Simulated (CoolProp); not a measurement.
A single-stage vapour-compression cycle with carbonyl sulfide: evaporating at 235.15 K (dew point), condensing at 304.15 K (bubble point), superheat 8 K, subcooling 5 K, compressor efficiency 0.85, no pressure losses. Each further row changes one setting.

Values from CoolProp's reference Helmholtz-energy equation of state, Lemmon 2006. It is a short technical equation, of lower accuracy than the large ones.

```
case                              cooling COP  pressure ratio  discharge temperature (K)  refrigerating effect (kJ/kg)  volumetric capacity (kJ/m³)
--------------------------------  -----------  --------------  -------------------------  ----------------------------  ---------------------------
as stated                                   ?            8.60                      398.6                           224                         1190
evaporating temperature 240.15 K         2.48               ?                          ?                           227                         1450
condensing temperature 299.15 K          2.44            7.62                      388.5                           231                         1230
subcooling 10 K                          2.27            8.60                      398.6                           231                         1230
superheat 18 K                           2.18            8.60                      412.3                           231                         1180
compressor efficiency 0.75                  ?            8.60                      415.0                           224                         1190
```

Problem. Some entries are withheld; supply them.

Solution. 
- as stated, cooling COP: 2.21
- evaporating temperature 240.15 K, pressure ratio: 7.04
- evaporating temperature 240.15 K, discharge temperature (K): 389.3
- compressor efficiency 0.75, cooling COP: 1.95
